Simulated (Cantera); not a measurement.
A Cantera script and its output.

```python
import numpy as np
import cantera as ct

gas = ct.Solution("gri30.yaml")
gas.TPX = 1098, 101325, {'N2O': 1, 'H2': 0.03, 'N2': 2.7}
inlet = ct.Reservoir(gas, clone=True)

reactor = ct.IdealGasConstPressureReactor(gas, energy="off", clone=False)
exhaust = ct.Reservoir(gas, clone=True)
tau = [2.5, 0.96, 0.36, 0.14, 0.052, 0.02, 0.0074][0]
for a, b in ((inlet, reactor), (reactor, exhaust)):
    ct.MassFlowController(a, b, mdot=lambda t: reactor.mass / tau)
net = ct.ReactorNet([reactor])
show = ['N2O', 'H2', 'H', 'NO2', 'H2O2', 'O', 'HO2']

rows = []
print(f"{'tau/s':>10s}{'T/K':>9s}" + "".join(f"{s:>11s}" for s in show))
for tau in [2.5, 0.96, 0.36, 0.14, 0.052, 0.02, 0.0074]:
    net.initial_time = 0.0
    net.advance(30 * tau)
    before = gas.X
    net.advance(40 * tau)
    drift = np.max(np.abs(gas.X - before) / (gas.X + 1e-9))
    rows.append([gas.T, *gas[show].X, drift])
    print(f"{tau:10.3e}{gas.T:9.1f}" + "".join(f"{x:11.3e}" for x in gas[show].X))
```

Result:

```
     tau/s      T/K        N2O         H2          H        NO2       H2O2          O        HO2
 2.500e+00   1098.0  2.183e-01  5.067e-05  1.242e-08  5.329e-05  7.961e-09  2.708e-07  3.137e-08
 9.600e-01   1098.0  2.419e-01  1.159e-04  3.646e-08  2.636e-05  1.024e-08  2.939e-07  6.259e-08
 3.600e-01   1098.0  2.530e-01  2.659e-04  1.034e-07  1.125e-05  1.356e-08  3.028e-07  1.438e-07
 1.400e-01   1098.0  2.577e-01  5.830e-04  2.647e-07  4.397e-06  1.847e-08  2.987e-07  3.085e-07
 5.200e-02   1098.0  2.602e-01  1.271e-03  6.560e-07  1.373e-06  2.597e-08  2.814e-07  5.124e-07
 2.000e-02   1098.0  2.621e-01  2.465e-03  1.405e-06  3.984e-07  3.057e-08  2.554e-07  5.603e-07
 7.400e-03   1098.0  2.643e-01  4.363e-03  2.489e-06  1.138e-07  2.759e-08  2.239e-07  4.718e-07
```

Computed with Cantera and GRI-Mech 3.0 (53 species, 325 reactions). GRI-Mech 3.0 was tuned for natural gas; its chemistry of N2O as a main component is partial and can be far from experiment. The mechanism lacks the step 2 NO + O2 → 2 NO2, which can matter for NO2 below about 1400 K. The temperature is held fixed by assumption; the heat of reaction is taken as removed at once.
